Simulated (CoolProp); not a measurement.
Vapour-liquid equilibrium of n-hexane (1) + ethylbenzene (2) at 0.0252 MPa; x and y are mole fractions of (1).

Computed with CoolProp (multi-fluid Helmholtz-energy mixture model, Thol 2019 and Zhou 2012; pair parameters Bell 2016).

Give the bubble temperature and the first vapour's composition at x = 0.05, 0.55, 0.85. Is there an azeotrope?

x = 0.05: 352.7 K, y = 0.374; x = 0.55: 314.8 K, y = 0.935; x = 0.85: 306.7 K, y = 0.983. No azeotrope shows between x = 0.05 and 0.95.

The pair parameters rest on a limited set of measurements; away from them the model extrapolates.
